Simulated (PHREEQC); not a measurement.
Make-up at 25 °C: 0.0079 mol/kgw HCl and 6.9e-05 mol/kgw ZnCl2. Closed to the air; pH follows from the charge balance.

Model: ion-association model, phreeqc.dat, run in PHREEQC.

Problem. The ionic strength comes out as 0.00810 mol/kgw. What activity coefficients do Cl-, H+, Zn+2, ZnCl+ get?

Solution. Cl- 0.91, H+ 0.92, Zn+2 0.69, ZnCl+ 0.91.

Precipitation was switched off in this run.
